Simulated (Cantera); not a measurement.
**HCl + H2 + N2 (abatement and gas-phase synthesis)**

Input: 1 mol HCl, 2.7 mol H2, 0.86 mol N2, at 1.33 mbar.

Cantera equilibrium calculation (NASA polynomials, part measured and part estimated; ideal gas, pure solids and liquids). Candidate condensed phases: NH4Cl; 12 gas species. Kinetics and transport are ignored.

```csv
T (K),x H2,x HCl,x N2,x H,x Cl,x Cl2,x NH3
1400,0.592,0.219,0.189,0.000102,3.13e-5,1.61e-9,2.26e-8
1425,0.592,0.219,0.189,0.000144,4.36e-5,2.15e-9,2.07e-8
1450,0.592,0.219,0.189,0.000199,6.01e-5,2.83e-9,1.91e-8
1475,0.592,0.219,0.189,0.000273,8.20e-5,3.70e-9,1.76e-8
1500,0.592,0.219,0.189,0.000371,0.000111,4.79e-9,1.63e-8
1525,0.592,0.219,0.189,0.000498,0.000148,6.14e-9,1.52e-8
1550,0.592,0.219,0.189,0.000663,0.000196,7.82e-9,1.41e-8
1575,0.591,0.219,0.188,0.000875,0.000257,9.89e-9,1.31e-8
1600,0.591,0.219,0.188,0.00114,0.000335,1.24e-8,1.23e-8
1625,0.591,0.219,0.188,0.00149,0.000433,1.54e-8,1.15e-8
1650,0.591,0.218,0.188,0.00191,0.000554,1.91e-8,1.08e-8
1675,0.590,0.218,0.188,0.00244,0.000705,2.35e-8,1.01e-8
1700,0.590,0.218,0.188,0.00310,0.000890,2.86e-8,9.54e-9
1725,0.589,0.218,0.188,0.00390,0.00112,3.48e-8,8.99e-9
```
x: gas mole fraction; nothing condenses.

From 1400 K to 1725 K nothing is condensed.
